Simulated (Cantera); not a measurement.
An isothermal, constant-pressure homogeneous reactor starts with 2.29 % H₂, 6.02 % O₂, 90.3 % N₂, 1.38 % H₂O, equivalence ratio 0.19, at 1375 K and 0.810 bar.

Detailed kinetics in Cantera: GRI-Mech 3.0 (53 species, 325 reactions).

x: mole fraction; the columns are a selection and need not sum to one.

```tsv
t (s)	x H₂	x O₂	x O	x NO	x HO₂	x NO₂	x H₂O₂
4.00e-5	0.0229	0.0602	6.53e-7	<1e-12	___	<1e-12	6.23e-10
8.92e-5	0.0208	0.0590	0.000463	1.10e-9	___	<1e-12	1.66e-7
0.000199	0.00145	0.0484	0.00357	1.79e-6	___	7.12e-10	9.51e-7
0.000443	0.000426	0.0489	0.000977	2.49e-6	___	2.48e-9	5.96e-7
0.000988	8.63e-5	0.0492	0.000191	2.55e-6	___	7.37e-9	2.46e-7
0.00220	1.71e-5	0.0493	3.90e-5	2.55e-6	___	1.42e-8	8.51e-8
0.00491	4.08e-6	0.0493	1.00e-5	2.55e-6	___	1.70e-8	2.98e-8
0.0110	1.22e-6	0.0493	3.20e-6	2.55e-6	___	1.49e-8	1.12e-8
0.0244	4.35e-7	0.0493	1.19e-6	2.55e-6	___	1.12e-8	4.60e-9
0.0545	1.79e-7	0.0493	5.02e-7	2.56e-6	___	8.78e-9	2.06e-9
0.121	8.97e-8	0.0493	2.52e-7	2.56e-6	___	8.28e-9	1.08e-9
0.271	6.22e-8	0.0493	1.73e-7	2.56e-6	1.45e-8	8.81e-9	7.62e-10
0.604	5.75e-8	0.0493	1.59e-7	2.56e-6	1.43e-8	9.02e-9	7.05e-10
1.35	5.72e-8	0.0493	1.58e-7	2.56e-6	1.43e-8	9.04e-9	7.01e-10
3.00	5.72e-8	0.0493	1.58e-7	2.56e-6	1.43e-8	9.04e-9	7.01e-10
```

Problem. Complete the blanks.

Solution. 
- 4.00e-5, x HO₂: 1.60e-7
- 8.92e-5, x HO₂: 1.37e-5
- 0.000199, x HO₂: 1.21e-5
- 0.000443, x HO₂: 8.82e-6
- 0.000988, x HO₂: 3.86e-6
- 0.00220, x HO₂: 1.14e-6
- 0.00491, x HO₂: 3.31e-7
- 0.0110, x HO₂: 1.10e-7
- 0.0244, x HO₂: 4.33e-8
- 0.0545, x HO₂: 2.20e-8
- 0.121, x HO₂: 1.57e-8
